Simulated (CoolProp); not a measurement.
A simple Rankine cycle with n-pentane: condensing at 326.15 K, boiler at 2.46 MPa, turbine inlet 454.5 K, turbine efficiency 0.9, pump efficiency 0.6, no recuperator. Each further row changes one setting.

Computed with CoolProp (reference Helmholtz-energy equation of state, Thol 2019).

| case | thermal efficiency (%) | net work (kJ/kg) | heat in (kJ/kg) | turbine exit temperature (K) | volume ratio over the turbine |
|---|---|---|---|---|---|
| as stated | (withheld) | 88.0 | 533 | 378.3 | (withheld) |
| turbine inlet 474.5 K | 16.4 | (withheld) | 598 | (withheld) | 16.8 |
| condensing temperature 318.15 K | 17.6 | 97.2 | 553 | 373.1 | 24.1 |
| boiler pressure 1.72 MPa | 14.9 | (withheld) | 569 | 396.8 | 10.9 |
| turbine efficiency 0.8 | (withheld) | 77.5 | 533 | 383.4 | 19.2 |

### Question
What belongs in the gaps?

### Answer

- as stated, thermal efficiency (%): 16.5
- as stated, volume ratio over the turbine: 18.9
- turbine inlet 474.5 K, net work (kJ/kg): 97.8
- turbine inlet 474.5 K, turbine exit temperature (K): 404.1
- boiler pressure 1.72 MPa, net work (kJ/kg): 85.1
- turbine efficiency 0.8, thermal efficiency (%): 14.5
